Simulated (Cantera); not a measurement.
A Cantera script and what it prints.

```python
import numpy as np
import cantera as ct

gas_names = """
    CL CL2 H HCL H2 Si SiCL SiCL2 SiCL3 SiCL4 SiH SiHCL3 SiH2 SiH2CL2 SiH3 SiH3CL SiH4 Si2 Si3
""".split()
cond_names = """
    Si(cr) Si(L)
""".split()


def load(file, names, dense=False):
    # The tables refer to 1 bar. Condensed volumes are neglected.
    table = {s.name: s for s in ct.Species.list_from_file(file)}
    out = []
    for n in names:
        d = dict(table[n].input_data)
        d["thermo"] = dict(d["thermo"], **{"reference-pressure": 1e5})
        if dense:
            d["equation-of-state"] = {"model": "constant-volume", "density": "1e6 g/cm^3"}
        out.append(ct.Species.from_dict(d))
    return out


gas = ct.Solution(thermo="ideal-gas", species=load("nasa_gas.yaml", gas_names))
cond = {s.name: ct.Solution(thermo="fixed-stoichiometry", species=[s], name=s.name)
        for s in load("nasa_condensed.yaml", cond_names, dense=True)}
atoms = {
    'SiH4': {'Si': 1, 'H': 4},
    'H2': {'H': 2},
    'HCl': {'H': 1, 'CL': 1},
}
top_T = {}  # K; cautious upper limits of use, not melting points


def equilibrate(T, P, feed):
    n = {}
    for name, mol in feed.items():
        for a, k in atoms[name].items():
            n[a] = n.get(a, 0.0) + k * mol
    gas.TPX = T, P, n
    mass = sum(n.values()) * gas.mean_molecular_weight
    gas.equilibrate("TP")
    valid = [c for c in cond.values() if c.min_temp <= T <= top_T.get(c.name, c.max_temp)]
    mix = ct.Mixture([(gas, mass / gas.mean_molecular_weight)] + [(c, 0.0) for c in valid])
    mix.T, mix.P = T, P
    mix.equilibrate("TP", solver="vcs", rtol=1e-11, max_steps=5000)
    return mix


results = []
T = 2500  # K
P = 100000  # Pa
for m in [5.4, 10, 19, 35, 66, 120, 230, 440, 820]:
    feed = {'SiH4': 1, 'H2': m, 'HCl': 4.5}  # mol
    mix = equilibrate(T, P, feed)
    results.append((T, P, feed, dict(zip(mix.species_names, mix.species_moles))))

top = {s: max(r[3][s] / sum(r[3][g] for g in gas_names) for r in results) for s in gas_names}
cols = sorted((s for s in top if top[s] > 1e-06), key=lambda s: -top[s])[:6]
seen = [c for c in cond_names if any(r[3].get(c, 0) > 1e-12 for r in results)]
print("log10 of partial pressures in bar; condensed amounts in mol")
print(f"{'n(H2)':>10s}" + "".join(f"{s[:9]:>10s}" for s in cols + seen))
for T, P, feed, n in results:
    ng = sum(n[g] for g in gas_names)
    print(f"{feed['H2']:10.4g}" + "".join(f"{np.log10(max(n[s] / ng * P / 1e5, 1e-99)):10.3f}" for s in cols)
          + "".join(f"{n.get(c, 0):10.4g}" for c in seen))
```

It prints:

```
log10 of partial pressures in bar; condensed amounts in mol
     n(H2)        H2       HCL     SiCL2         H        Si        CL     Si(L)
       5.4    -0.169    -0.669    -1.139    -1.684    -2.461    -2.335         0
        10    -0.123    -0.792    -1.313    -1.661    -2.344    -2.481         0
        19    -0.085    -0.929    -1.604    -1.642    -2.324    -2.637   0.09618
        35    -0.058    -1.092    -1.958    -1.629    -2.324    -2.813    0.1547
        66    -0.040    -1.296    -2.384    -1.620    -2.324    -3.026   0.08175
       120    -0.029    -1.505    -2.894    -1.614    -2.405    -3.241         0
       230    -0.021    -1.752    -3.596    -1.610    -2.605    -3.492         0
       440    -0.016    -2.017    -4.374    -1.608    -2.848    -3.759         0
       820    -0.014    -2.280    -5.157    -1.607    -3.102    -4.024         0
```

Method: chemical equilibrium by Gibbs-energy minimisation in Cantera with the NASA 1993 tables (ideal gas, pure condensed phases). The tables' values for SiCl, SiCl3 are old estimates; treat these amounts as uncertain. Gases not in the tables: Si2H6 and higher silanes.
